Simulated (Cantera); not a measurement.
Stirred combustor or abatement burner

A perfectly stirred reactor is fed with CH4 : O2 : N2 = 1 : 3.57 : 18.6 (molar parts), equivalence ratio 0.56, at 3.40 bar; it is adiabatic with a 425 K inlet, and is followed from long to short residence time, starting on the burning branch (τ in s: 0.047, 0.022, 0.011, 0.0052, 0.0025, 0.0012, 0.00058, 0.00028, 0.00013, 6.4e-05, 3.1e-05, 1.5e-05).

Model: GRI-Mech 3.0 (53 species, 325 reactions), integrated in Cantera.

```json
[
 {"τ (s)": "0.047", "T (K)": "1438", "x CH4": "6.61e-5", "x O2": "0.0682", "x O": "1.31e-5", "x H2O2": "1.78e-7", "x CO": "0.000627", "x H": "1.77e-6", "x CO2": "0.0424"},
 {"τ (s)": "0.022", "T (K)": "1432", "x CH4": "0.000122", "x O2": "0.0686", "x O": "2.04e-5", "x H2O2": "2.76e-7", "x CO": "0.00119", "x H": "3.63e-6", "x CO2": "0.0418"},
 {"τ (s)": "0.011", "T (K)": "1420", "x CH4": "0.000231", "x O2": "0.0693", "x O": "2.90e-5", "x H2O2": "4.66e-7", "x CO": "0.00228", "x H": "6.82e-6", "x CO2": "0.0405"},
 {"τ (s)": "0.0052", "T (K)": "425", "x CH4": "0.0432", "x O2": "0.154", "x O": "<1e-12", "x H2O2": "<1e-12", "x CO": "<1e-12", "x H": "<1e-12", "x CO2": "<1e-12"},
 {"τ (s)": "0.0025", "T (K)": "425", "x CH4": "0.0432", "x O2": "0.154", "x O": "<1e-12", "x H2O2": "<1e-12", "x CO": "<1e-12", "x H": "<1e-12", "x CO2": "<1e-12"},
 {"τ (s)": "0.0012", "T (K)": "425", "x CH4": "0.0432", "x O2": "0.154", "x O": "<1e-12", "x H2O2": "<1e-12", "x CO": "<1e-12", "x H": "<1e-12", "x CO2": "<1e-12"},
 {"τ (s)": "0.00058", "T (K)": "425", "x CH4": "0.0432", "x O2": "0.154", "x O": "<1e-12", "x H2O2": "<1e-12", "x CO": "<1e-12", "x H": "<1e-12", "x CO2": "<1e-12"},
 {"τ (s)": "0.00028", "T (K)": "425", "x CH4": "0.0432", "x O2": "0.154", "x O": "<1e-12", "x H2O2": "<1e-12", "x CO": "<1e-12", "x H": "<1e-12", "x CO2": "<1e-12"},
 {"τ (s)": "0.00013", "T (K)": "425", "x CH4": "0.0432", "x O2": "0.154", "x O": "<1e-12", "x H2O2": "<1e-12", "x CO": "<1e-12", "x H": "<1e-12", "x CO2": "<1e-12"},
 {"τ (s)": "6.4e-5", "T (K)": "425", "x CH4": "0.0432", "x O2": "0.154", "x O": "<1e-12", "x H2O2": "<1e-12", "x CO": "<1e-12", "x H": "<1e-12", "x CO2": "<1e-12"},
 {"τ (s)": "3.1e-5", "T (K)": "425", "x CH4": "0.0432", "x O2": "0.154", "x O": "<1e-12", "x H2O2": "<1e-12", "x CO": "<1e-12", "x H": "<1e-12", "x CO2": "<1e-12"},
 {"τ (s)": "1.5e-5", "T (K)": "425", "x CH4": "0.0432", "x O2": "0.154", "x O": "<1e-12", "x H2O2": "<1e-12", "x CO": "<1e-12", "x H": "<1e-12", "x CO2": "<1e-12"}
]
```
x: mole fraction; the columns are a selection and need not sum to one.
